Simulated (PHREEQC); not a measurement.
Synthetic water in mg/L, 25 °C, pH 7.65, pe -1.4: Na 69; K 0.766; Ca 18.6; Mg 5.14; Cl 27.6; S(6) as SO4 14.8; Alkalinity as HCO3 117; Mn(2) 0.593; Si as SiO2 0.0595.

Valence states are taken as typed.

Model: ion-association model, phreeqc.dat, run in PHREEQC.

This is a speciation only: nothing precipitates in the calculation.

Estimate the specific conductance, charge-balance error.

specific conductance 370 µS/cm; charge-balance error 19.0 %.

In which forms is Mg present?

Mg+2 96 %, MgSO4 1.8 %, MgHCO3+ 1.6 % of the Mg.

Saturation is exceeded, for instance for Rhodochrosite; the values hold only as long as no solid forms. Species that the database lacks are ignored.
